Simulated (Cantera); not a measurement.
Feed: 1 mol CH3SiH3, 23 mol H2, 0.52 mol C3H8, at 0.130 bar.

Equilibrium computed with Cantera from the NASA thermochemical tables; the gas is ideal and each condensed phase is pure. Candidate condensed phases: C, C6H6, C7H8, C8H18, Si, SiC; 87 gas species. The feed counts by its element totals alone. Gases not in the tables: Si2H6 and higher silanes. Kinetics and transport are ignored.

log p: log10 of the partial pressure in bar; n: condensed amount in mol.

```
T (K)  log p H2  log p H  log p Si  log p C2H2 (acetylene)  n C(graphite)  n SiC(s)
-----  --------  -------  --------  ----------------------  -------------  --------
1773      -0.89    -3.99     -7.34                   -4.74           1.55     1.000
1873      -0.89      [?]       [?]                     [?]           1.54     1.000
1973      -0.89    -3.31     -5.81                   -4.08           1.52     0.999
2073      -0.89      [?]       [?]                     [?]           1.49     0.998
2173      -0.89    -2.76     -4.55                   -3.55           1.44     0.991
2273      -0.90    -2.52     -4.01                   -3.32           1.37     0.968
2373      -0.91    -2.31     -3.52                   -3.12           1.29     0.896
2473      -0.92    -2.11     -3.06                   -2.94           1.23     0.679
2573      -0.95    -1.94     -2.64                   -2.78           1.29    0.0554
```

Some entries are withheld; supply them.


- 1873, log p H: -3.63
- 1873, log p Si: -6.53
- 1873, log p C2H2 (acetylene): -4.39
- 2073, log p H: -3.02
- 2073, log p Si: -5.15
- 2073, log p C2H2 (acetylene): -3.80
